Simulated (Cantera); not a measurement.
Charge: 1 mol CF₄, 0.073 mol H₂, 0.027 mol HCl, held at 1675 K and 1.00 bar.

Method: chemical equilibrium by Gibbs-energy minimisation in Cantera with the NASA 1993 tables (ideal gas, pure condensed phases). Candidate condensed phases: C, C₆H₆, C₇H₈, C₈H₁₈; 118 gas species. Gases not in the tables: C₂F₆ and larger saturated fluorocarbons. The numbers say what is thermodynamically allowed, not how fast it happens.

Base state: CF₄ 0.832, HF 0.146, Cl 0.00817, CClF₃ 0.00574, HCl 0.00487, Cl₂ 0.00236, CF₂ 0.000402, CF₃ 0.000182 (mole fractions); condensed: C(graphite).

### Question
What changes in the equilibrium state with this change: pressure from 1.00 bar to 1.33 mbar?

### Answer
```
species             before     after
----------------  --------  --------
CF₄                  0.832     0.813
HF                   0.146     0.148
Cl                 0.00817    0.0229
CF₂               0.000402    0.0109
CCl₂F₂             3.00e-5   1.13e-8
F                  2.67e-5   0.00381
Cl₂                0.00236   2.47e-5
CClF₃              0.00574  0.000110
HCl                0.00487   9.70e-5
C(graphite), mol    0.0399    0.0377
```

### Question
What changes in the equilibrium state with this change: HCl from 0.027 to 0.017 mol?

### Answer
| species | before | after |
|---|---|---|
| CF₄ | 0.832 | 0.845 |
| HF | 0.146 | 0.141 |
| Cl | 0.00817 | 0.00559 |
| Cl₂ | 0.00236 | 0.00111 |
| CCl₂F₂ | 3.00e-5 | 1.42e-5 |
| HCl | 0.00487 | 0.00320 |
| ClF | 1.55e-5 | 1.06e-5 |
| C(graphite), mol | 0.0399 | 0.0384 |

### Question
What changes in the equilibrium state with this change: HCl from 0.027 to 0.26 mol?

### Answer
| species | before | after |
|---|---|---|
| CF₄ | 0.832 | 0.618 |
| HF | 0.146 | 0.244 |
| Cl₂ | 0.00236 | 0.0436 |
| HCl | 0.00487 | 0.0376 |
| Cl | 0.00817 | 0.0351 |
| CClF₃ | 0.00574 | 0.0197 |
| CCl₂F₂ | 3.00e-5 | 0.000478 |
| ClF | 1.55e-5 | 6.18e-5 |
| CHF₃ | 8.46e-6 | 1.22e-5 |
| C(graphite), mol | 0.0399 | 0.0802 |
